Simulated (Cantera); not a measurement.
Cantera run, input and output.

```python
import numpy as np
import cantera as ct

gas = ct.Solution("SiF4_NH3_mec.yaml", "gas")
gas.TPX = 2225, 140000, {'NH3': 1, 'N2': 0.7}
reactor = ct.IdealGasConstPressureReactor(gas, energy="off", clone=False)
net = ct.ReactorNet([reactor])
net.rtol, net.atol = 1e-08, 1e-18
show = ['NH3', 'H', 'N2', 'H2', 'NH2']
times = np.geomspace(0.0001, 1, 12)

steps = ct.SolutionArray(gas, extra=["t"])
rows = []
print(f"{'t/s':>10s}{'T/K':>9s}{'P/Pa':>11s}" + "".join(f"{s:>11s}" for s in show))
for t in times:
    while net.time < t:
        t_next = net.step()
        steps.append(gas.state, t=t_next)
    rows.append([np.interp(t, steps.t, y) for y in (steps.T, steps.P, *steps(*show).X.T)])
    print(f"{t:10.3e}{rows[-1][0]:9.1f}{rows[-1][1]:11.4g}" + "".join(f"{x:11.3e}" for x in rows[-1][2:]))
rate = np.gradient(steps.T, steps.t)
print("integrator steps:", len(steps.t))
if steps.T.max() > steps.T[0] + 200:
    print(f"time of steepest temperature rise: {steps.t[rate.argmax()]:.4e} s")
gas.TPX = 2225, 140000, {'NH3': 1, 'N2': 0.7}
gas.equilibrate("TP")
print(f"equilibrium (TP): T = {gas.T:.1f} K  " + "  ".join(f"{s} {gas[s].X[0]:.3e}" for s in show))
```

It prints:

```
       t/s      T/K       P/Pa        NH3          H         N2         H2        NH2
 1.000e-04   2225.0    1.4e+05  5.646e-01  4.014e-05  4.122e-01  2.016e-02  2.940e-03
 2.310e-04   2225.0    1.4e+05  5.345e-01  8.290e-05  4.139e-01  4.874e-02  2.627e-03
 5.337e-04   2225.0    1.4e+05  4.732e-01  1.670e-04  4.174e-01  1.069e-01  2.227e-03
 1.233e-03   2225.0    1.4e+05  3.639e-01  3.294e-04  4.236e-01  2.104e-01  1.748e-03
 2.848e-03   2225.0    1.4e+05  2.120e-01  6.306e-04  4.322e-01  3.540e-01  1.168e-03
 6.579e-03   2225.0    1.4e+05  7.287e-02  1.189e-03  4.400e-01  4.854e-01  5.541e-04
 1.520e-02   2225.0    1.4e+05  8.794e-03  2.516e-03  4.434e-01  5.452e-01  1.262e-04
 3.511e-02   2225.0    1.4e+05  5.557e-04  4.028e-03  4.435e-01  5.519e-01  1.262e-05
 8.111e-02   2225.0    1.4e+05  1.352e-04  4.091e-03  4.435e-01  5.522e-01  3.118e-06
 1.874e-01   2225.0    1.4e+05  4.900e-05  4.095e-03  4.435e-01  5.523e-01  1.131e-06
 4.329e-01   2225.0    1.4e+05  2.021e-05  4.095e-03  4.435e-01  5.524e-01  4.664e-07
 1.000e+00   2225.0    1.4e+05  9.467e-06  4.095e-03  4.435e-01  5.524e-01  2.185e-07
integrator steps: 1655
equilibrium (TP): T = 2225.0 K  NH3 5.503e-06  H 4.095e-03  N2 4.435e-01  H2 5.524e-01  NH2 1.270e-07
```

Model: the gas-phase N/H chemistry of the illustrative SiF4/NH3 mechanism in the Surface Chemkin manual (1991), integrated in Cantera. Walls and surfaces, which speed up NH3 decomposition in real reactors, are not modelled.
